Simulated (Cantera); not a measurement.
A perfectly stirred reactor is fed with CH3OH : O2 : N2 = 1 : 0.882 : 3.32 (molar parts), at 1.00 atm; it is adiabatic with a 373 K inlet, and is followed from long to short residence time, starting on the burning branch (τ in s: 0.053, 0.016, 0.0051, 0.0016, 0.00048, 0.00015, 4.6e-05, 1.4e-05, 4.3e-06).

Cantera simulation using GRI-Mech 3.0 (53 species, 325 reactions); the numbers are that mechanism's predictions, not measurements. GRI-Mech 3.0 was tuned for natural gas; its chemistry of methanol as a main component is partial and can be far from experiment.

What does this change do: O2 0.882 to 0.68 parts?


```tsv
quantity	before	after
blow-out, bracketed by the residence times tried	burning at 0.480 ms, out at 0.150 ms	burning at 5.10 ms, out at 1.60 ms
x(CH3OH) at τ = 53.0 ms	3.42e-6	4.71e-5
x(O2) at τ = 53.0 ms	8.96e-5	0.000789
x(CO2) at τ = 53.0 ms	0.0573	0.0445
x(CH2CO) at τ = 53.0 ms	2.30e-8	1.14e-6
x(CH4) at τ = 53.0 ms	9.80e-6	0.000870
x(CH3OH) at τ = 0.480 ms	0.000155	0.200
x(O2) at τ = 0.480 ms	0.00337	0.136
x(CO2) at τ = 0.480 ms	0.0522	<1e-12
x(CH2CO) at τ = 0.480 ms	1.19e-6	<1e-12
x(CH4) at τ = 0.480 ms	0.000257	<1e-12
```

What does this change do: CH3OH 1 to 0.7 parts?


```csv
quantity,before,after
"blow-out, bracketed by the residence times tried","burning at 0.480 ms, out at 0.150 ms","burning at 0.150 ms, out at 46.0 µs"
x(CH3OH) at τ = 53.0 ms,3.42e-6,1.68e-6
x(O2) at τ = 53.0 ms,8.96e-5,0.00104
x(CO2) at τ = 53.0 ms,0.0573,0.0860
x(CH2CO) at τ = 53.0 ms,2.30e-8,1.24e-9
x(CH4) at τ = 53.0 ms,9.80e-6,3.48e-7
x(CH3OH) at τ = 0.480 ms,0.000155,5.19e-5
x(O2) at τ = 0.480 ms,0.00337,0.00965
x(CO2) at τ = 0.480 ms,0.0522,0.0754
x(CH2CO) at τ = 0.480 ms,1.19e-6,4.88e-8
x(CH4) at τ = 0.480 ms,0.000257,6.53e-6
```
